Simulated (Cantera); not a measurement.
Counterflow diffusion flame

A counterflow diffusion flame at 0.990 bar, nozzles 20 mm apart: fuel side 63.3 % CH4, 36.7 % N2 at 525 K, oxidiser side 20.0 % O2, 80.0 % N2 at 373 K, fuel mass flux 0.74 times the oxidiser's; mixture-averaged transport, no radiation.

Computed with Cantera and GRI-Mech 3.0 (53 species, 325 reactions). GRI-Mech 3.0 has no aromatics or soot, which form on the fuel side of real flames. The maximum strain rate includes the flame's own expansion and is several times the mean. A flux with no burning solution from the previous one only brackets extinction.

| oxidiser flux (kg/m²/s) | max strain (1/s) | mean strain (1/s) | T max (K) | peak x OH | peak x H | peak x NO | peak x CO | peak x C2H2 |
|---|---|---|---|---|---|---|---|---|
| 0.25 | 145 | 33.5 | 1984 | 0.00550 | 0.00291 | 0.000179 | 0.0393 | 0.00751 |
| 0.37 | 205 | 49.7 | 1966 | 0.00543 | 0.00305 | 0.000156 | 0.0392 | 0.00678 |
| 0.55 | 295 | 73.8 | 1949 | 0.00535 | 0.00319 | 0.000132 | 0.0394 | 0.00616 |
| 0.82 | 428 | 110 | 1926 | 0.00516 | 0.00327 | 0.000103 | 0.0397 | 0.00542 |
| 1.2 | 612 | 161 | 1898 | 0.00484 | 0.00326 | 7.38e-5 | 0.0402 | 0.00456 |
| 1.8 | 895 | 242 | 1851 | 0.00424 | 0.00302 | 4.12e-5 | 0.0408 | 0.00332 |
x: mole fraction; the columns are a selection and need not sum to one.

At the next flux tried, 2.7 kg/m²/s, no burning solution was found from the previous one.
